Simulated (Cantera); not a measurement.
An isothermal, constant-pressure homogeneous reactor starts with 35.7 % CH₄, 60.7 % CO₂, 3.57 % H₂, at 2048 K and 345 Torr.

Cantera simulation using GRI-Mech 3.0 (53 species, 325 reactions); the numbers are that mechanism's predictions, not measurements.

x: mole fraction; the columns are a selection and need not sum to one.

```csv
t (s),x CH₄,x CO₂,x H₂,x CO,x O₂,x HO₂
2.00e-5,0.342,0.603,0.0429,0.000695,4.32e-11,1.85e-11
8.87e-5,0.227,0.546,0.140,0.0177,___,5.53e-11
0.000394,0.0689,0.369,0.249,0.119,___,1.35e-10
0.00175,0.00972,0.147,0.175,0.330,___,2.54e-10
0.00775,0.00563,0.0725,0.243,0.452,___,9.23e-11
0.0344,0.00162,0.0408,0.316,0.517,4.15e-8,3.01e-11
0.152,1.00e-7,0.0368,0.327,0.525,4.12e-8,2.74e-11
0.676,1.14e-9,0.0368,0.327,0.525,4.12e-8,2.74e-11
3.00,1.14e-9,0.0368,0.327,0.525,4.12e-8,2.74e-11
```

**Question.** What belongs in the gaps?

**Answer.** 
- 8.87e-5, x O₂: 1.30e-9
- 0.000394, x O₂: 1.31e-8
- 0.00175, x O₂: 1.18e-7
- 0.00775, x O₂: 8.23e-8
